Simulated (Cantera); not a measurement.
A closed system holds: 1 mol Al2O3, 0.32 mol Cl2, 1.9 mol H2, held at 973.15 K and 10.0 mbar.

Method: chemical equilibrium by Gibbs-energy minimisation in Cantera with the NASA 1993 tables (ideal gas, pure condensed phases). Candidate condensed phases: Al, AlCl3, Al2O3, H2O; 29 gas species. Condensed phases not in the tables: AlOCl. Equilibrium is a limit: real reactors are often held back by kinetics, nucleation or transport.

Base state: H2 0.712, HCl 0.288, H2O 3.79e-5, AlCl3 2.53e-5 (mole fractions); condensed: Al2O3(s).

Question: What changes in the equilibrium state with this change: Cl2 from 0.32 to 0.8 mol?

Answer: 
```csv
species,before,after
HCl,0.288,0.592
H2,0.712,0.407
H2O,3.79e-5,8.99e-5
AlCl3,2.53e-5,6.00e-5
"Al2O3(s), mol",1.000,1.000
```

Question: What changes in the equilibrium state with this change: Al2O3 replaced by MgO?

Answer: 
```
species         before     after
-------------  -------  --------
H2               0.712     0.712
HCl              0.288     0.286
MgCl2                0  0.000972
H2O            3.79e-5  0.000972
AlCl3          2.53e-5         0
Al2O3(s), mol    1.000         0
MgO(s), mol          0     0.998
```
Further candidate phases: Mg, MgCl2, MgO, Mg(OH)2.
